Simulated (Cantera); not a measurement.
# Iron carbonyl, mercury and lead vapours: PbO + N2

A closed system holds: 1 mol PbO, 0.15 mol N2, equilibrated at 13.0 Pa.

Equilibrium computed with Cantera from the NASA thermochemical tables; the gas is ideal and each condensed phase is pure. Candidate condensed phases: Pb, PbO, PbO2, Pb3O4; 12 gas species. Rates play no part.

From 773 K to 1048 K the condensed part is PbO(yellow). The main Pb-bearing gas is PbO throughout.

| T (K) | x N2 | x PbO | x Pb | x O2 | x NO | x O | n PbO(yellow) |
|---|---|---|---|---|---|---|---|
| 773 | 1.00 | 1.23e-7 | 3.20e-8 | 1.58e-8 | 3.83e-10 | <1e-12 | 1.00 |
| 798 | 1.000 | 4.85e-7 | 1.20e-7 | 5.94e-8 | 1.16e-9 | <1e-12 | 1.00 |
| 823 | 1.000 | 1.75e-6 | 4.13e-7 | 2.05e-7 | 3.28e-9 | <1e-12 | 1.00 |
| 848 | 1.000 | 5.83e-6 | 1.32e-6 | 6.58e-7 | 8.69e-9 | <1e-12 | 1.000 |
| 873 | 1.000 | 1.81e-5 | 3.96e-6 | 1.97e-6 | 2.18e-8 | <1e-12 | 1.000 |
| 898 | 1.000 | 5.28e-5 | 1.11e-5 | 5.54e-6 | 5.19e-8 | 1.03e-12 | 1.000 |
| 923 | 1.000 | 0.000145 | 2.96e-5 | 1.47e-5 | 1.18e-7 | 4.20e-12 | 1.000 |
| 948 | 1.000 | 0.000377 | 7.46e-5 | 3.72e-5 | 2.56e-7 | 1.59e-11 | 1.000 |
| 973 | 0.999 | 0.000930 | 0.000179 | 8.93e-5 | 5.35e-7 | 5.61e-11 | 1.000 |
| 998 | 0.997 | 0.00219 | 0.000411 | 0.000205 | 1.08e-6 | 1.86e-10 | 1.000 |
| 1023 | 0.994 | 0.00495 | 0.000905 | 0.000452 | 2.09e-6 | 5.80e-10 | 0.999 |
| 1048 | 0.986 | 0.0107 | 0.00192 | 0.000957 | 3.91e-6 | 1.72e-9 | 0.998 |
x: gas mole fraction; n: condensed amount in mol.
